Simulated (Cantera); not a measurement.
Silicon epitaxy and polysilicon growth: SiCl4 + Cl2 + H2

Input: 1 mol SiCl4, 0.3 mol Cl2, 790 mol H2.

Cantera equilibrium calculation (NASA polynomials, part measured and part estimated; ideal gas, pure solids and liquids). Candidate condensed phases: Si; 19 gas species. The tables' values for SiCl3 are old estimates. Kinetics and transport are ignored.

Stable condensed phases:

```
T in °C \ P in Pa
            100    230    540   1300   2900   6800  16000  37000  86000 200000
   1375       A      A      A      A      A      A      A      A      A      A
   1300       A      A      A      A      A      A      A      A      A      A
   1225       A      A      A      A      A      A      A      A      A      A
   1150       A      A      A      A      A      A      A      A      A      A
   1075       A      A      A      A      A      A      A      A      A      A
   1000       A      A      A      A      A      A      A      A      A      A
    925       A      A      A      A      A      A      A      A      A      A
    850       A      A      A      A      A      A      A      A      A      A
    775       A      A      A      A      A      A      A      A      A      A
    700       A      A      A      A      A      A      A      A      A      B
    625       A      A      A      A      A      A      A      B      B      B
```

A: Si; B: gas only.
